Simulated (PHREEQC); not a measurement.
Leach liquor: an equilibrium model

Make-up at 20 °C: 0.065 mol/kgw HCl, 0.0052 mol/kgw LiCl and 0.0054 mol/kgw Fe2(SO4)3. Closed to the air; pH follows from the charge balance.

The numbers come from PHREEQC with the ion-association model, wateq4f.dat.

This is a speciation only: nothing precipitates in the calculation.

### Question
Estimate the pH, ionic strength.

### Answer
pH 1.32; ionic strength 0.0927 mol/kgw.

### Question
In which forms is Fe present?

### Answer
FeSO4+ 51 %, Fe+3 19 %, FeHSO4+2 13 %, FeCl+2 13 %, FeCl2+ 1.7 %, Fe(SO4)2- 1.2 % of the Fe.

Examples of supersaturated solids here: Hematite (slow to form), Goethite (slow to form). Others may be too.
